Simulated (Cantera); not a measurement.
A closed system holds: 1 mol Si, 8.8 mol F2, equilibrated at 10.0 mbar.

These are equilibrium values from Cantera (NASA tables, ideal gas, pure condensed phases), not measurements of a reactor. Candidate condensed phases: Si; 9 gas species. Equilibrium is a limit: real reactors are often held back by kinetics, nucleation or transport.

Q: At 1348 K, list the 3 most abundant gas species with their mole fractions, and the condensed phases.

A: F 0.926, SiF4 0.0688, F2 0.00521. Condensed: gas only.
